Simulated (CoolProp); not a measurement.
Vapour pressure (MPa) of water: the reference equation beside estimates from Tc = 373.9 °C, pc = 22.06 MPa, ω = 0.344. Clausius-Clapeyron is anchored at 48.55 °C with a constant enthalpy of vaporisation of 42.97 kJ/mol.

The numbers come from the reference Helmholtz-energy equation of state, Wagner 2002 in CoolProp.

```csv
T (°C),reference,Lee-Kesler,Clausius-Clapeyron,van der Waals,Redlich-Kwong,Peng-Robinson
48.55,0.01149,0.009023,0.01149,0.5897,0.04601,0.01019
72.15,0.03422,0.02889,0.03445,0.9406,0.1175,0.03148
95.65,0.08665,0.07745,0.08942,1.415,0.2578,0.08198
119.25,0.1940,0.1813,0.2077,2.037,0.5046,0.1874
142.75,0.3906,0.3775,0.4373,2.819,0.8982,0.3833
166.35,0.7247,0.7175,0.8522,3.785,1.488,0.7195
189.85,1.251,1.259,1.548,4.941,2.315,1.252
213.45,2.043,2.074,2.660,6.312,3.434,2.056
236.95,3.171,3.233,4.340,7.898,4.882,3.205
260.55,4.734,4.826,6.793,9.725,6.714,4.798
284.05,6.818,6.933,10.22,11.79,8.956,6.919
307.55,9.539,9.664,14.87,14.10,11.66,9.683
331.15,13.05,13.17,21.06,16.68,14.86,13.23
```

Absolute difference from the reference over all 13 rows, mean and median: Lee-Kesler 5.3 and 1.9 %, Clausius-Clapeyron 26.3 and 23.7 %, van der Waals 931.9 and 295.0 %, Redlich-Kwong 111.8 and 85.1 %, Peng-Robinson 2.9 and 1.5 %.
